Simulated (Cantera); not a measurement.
# Ignition delay

Mixture: CH4 : O2 : N2 = 1 : 2.15 : 6.88 (molar parts), equivalence ratio 0.93, at 12000 Torr, adiabatic and at constant volume. Ignition delay is the time to a rise of 400 K.

Computed with Cantera and GRI-Mech 3.0 (53 species, 325 reactions). The pressure lies above the range GRI-Mech 3.0 was tuned for (to about 10 atm).

```tsv
T0 (K)	delay (ms)
1073	12.8
1148	4.40
1223	1.72
1298	0.727
1373	0.328
1448	0.156
```

```json
{
 "apparent activation energy between 1298 and 1448 K": "160 kJ/mol"
}
```
